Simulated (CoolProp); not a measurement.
Vapour pressure (kPa) of CHF3 (R23): the reference equation beside estimates from Tc = 299.3 K, pc = 4832 kPa, ω = 0.263. Clausius-Clapeyron is anchored at 195.1 K with a constant enthalpy of vaporisation of 16.53 kJ/mol.

Values from CoolProp's reference Helmholtz-energy equation of state, Penoncello 2003.

| T (K) | reference | Clausius-Clapeyron | van der Waals |
|---|---|---|---|
| 157.1 | 8.530 | 10.78 | 185.3 |
| 169.8 | 24.60 | 27.78 | 301.5 |
| 182.4 | 59.46 | 62.36 | 459.0 |
| 195.1 | 126.8 | 126.8 | 666.6 |
| 207.8 | 243.3 | 236.3 | 928.9 |
| 220.5 | 429.3 | 410.0 | 1251 |
| 233.2 | 707.8 | 669.9 | 1638 |
| 245.9 | 1105 | 1040 | 2093 |
| 258.6 | 1649 | 1548 | 2620 |

Absolute difference from the reference over all 9 rows, mean and median: Clausius-Clapeyron 7.7 and 5.4 %, van der Waals 560.9 and 281.8 %.
